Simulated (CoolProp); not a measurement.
Water along the isotherm 377.9 K: fugacity coefficient from the reference equation and from simpler models built on Tc = 647.1 K, pc = 220.6 bar, ω = 0.344; each cubic takes its own stable root.

The numbers come from the reference Helmholtz-energy equation of state, Wagner 2002 in CoolProp.

```json
[
 {"p (bar)": "62.5", "phase": "liquid", "reference": "0.01956"},
 {"p (bar)": "125", "phase": "liquid", "reference": "0.01015"},
 {"p (bar)": "188", "phase": "liquid", "reference": "0.007010"},
 {"p (bar)": "250", "phase": "liquid", "reference": "0.005469"},
 {"p (bar)": "312", "phase": "liquid", "reference": "0.004546"},
 {"p (bar)": "375", "phase": "liquid", "reference": "0.003926"},
 {"p (bar)": "438", "phase": "liquid", "reference": "0.003488"},
 {"p (bar)": "500", "phase": "liquid", "reference": "0.003169"},
 {"p (bar)": "562", "phase": "liquid", "reference": "0.002924"},
 {"p (bar)": "625", "phase": "liquid", "reference": "0.002728"},
 {"p (bar)": "688", "phase": "liquid", "reference": "0.002571"},
 {"p (bar)": "750", "phase": "liquid", "reference": "0.002445"},
 {"p (bar)": "812", "phase": "liquid", "reference": "0.002341"},
 {"p (bar)": "875", "phase": "liquid", "reference": "0.002253"},
 {"p (bar)": "938", "phase": "liquid", "reference": "0.002179"},
 {"p (bar)": "1000", "phase": "liquid", "reference": "0.002119"}
]
```

**Question.** How far does each simpler model (Redlich-Kwong, Peng-Robinson) lie from the reference over these 16 states: mean and median of the absolute difference, and the worst?

**Answer.** 
- Redlich-Kwong: mean 218.7 %, median 218.0 %, worst +255.5 % at 377.9 K and 1000 bar
- Peng-Robinson: mean 3.7 %, median 3.0 %, worst +8.8 % at 377.9 K and 1000 bar
